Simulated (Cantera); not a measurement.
Input: 1 mol SiHCl3, 3.2 mol NH3, 2.6 mol N2, equilibrated at 11000 Pa.

These are equilibrium values from Cantera (NASA tables, ideal gas, pure condensed phases), not measurements of a reactor. Candidate condensed phases: NH4Cl, Si, Si3N4; 28 gas species. Rates play no part.

Problem. What share of the Si ends up in condensed phases as a function of T (K), at 825, 925, 1025, 1125, 1225, 1325, 1425, 1525, 1625?

Solution. 
| T (K) | Si condensed (%) | as |
|---|---|---|
| 825 | 85.8 | Si3N4(s) |
| 925 | 89.3 | Si3N4(s) |
| 1025 | 91.6 | Si3N4(s) |
| 1125 | 93.2 | Si3N4(s) |
| 1225 | 94.2 | Si3N4(s) |
| 1325 | 94.3 | Si3N4(s) |
| 1425 | 92.4 | Si3N4(s) |
| 1525 | 85.6 | Si3N4(s) |
| 1625 | 70.8 | Si3N4(s) |
